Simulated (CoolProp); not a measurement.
Model: reference Helmholtz-energy equation of state, Lemmon 2003, in CoolProp. It is a pseudo-pure fit of the blend.

Task: For R410A, give the phase and the cp (kJ/(kg K)), speed of sound (m/s), viscosity (µPa s) at 33.45 °C and 952 kPa; 185.95 °C and 952 kPa.

Result: 
- 33.45 °C and 952 kPa: gas; cp 1.00, speed of sound 185, viscosity 13.6
- 185.95 °C and 952 kPa: gas; cp 1.07, speed of sound 239, viscosity 19.9

Viscosity comes from a separate model (Geller 2000).
